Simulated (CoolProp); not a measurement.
Properties of nitrous oxide along the isobar 1.01 bar (Tc = 36.4 °C, pc = 72.45 bar, ω = 0.161).

Model: reference Helmholtz-energy equation of state, Lemmon 2006, in CoolProp. It is a short technical equation, of lower accuracy than the large ones.

```
T (°C)  phase  cp (kJ/(kg K))  cv (kJ/(kg K))  speed of sound (m/s)  isothermal compressibility (1/MPa)  fugacity coefficient
------  -----  --------------  --------------  --------------------  ----------------------------------  --------------------
0.85      gas          0.8595          0.6649                 256.8                               9.972                0.9929
21.45     gas          0.8797          0.6861                 265.6                               9.958                0.9944
41.95     gas          0.8991          0.7063                 274.0                               9.947                0.9954
62.55     gas          0.9178          0.7257                 282.1                               9.938                0.9963
83.05     gas          0.9357          0.7441                 290.0                               9.931                0.9969
103.65    gas          0.9530          0.7617                 297.7                               9.926                0.9975
124.15    gas          0.9695          0.7786                 305.1                               9.922                0.9979
144.65    gas          0.9854          0.7947                 312.3                               9.918                0.9982
165.25    gas           1.001          0.8103                 319.3                               9.916                0.9985
185.75    gas           1.016          0.8253                 326.2                               9.913                0.9988
206.35    gas           1.030          0.8397                 333.0                               9.911                0.9990
226.85    gas           1.043          0.8535                 339.5                               9.910                0.9991
```
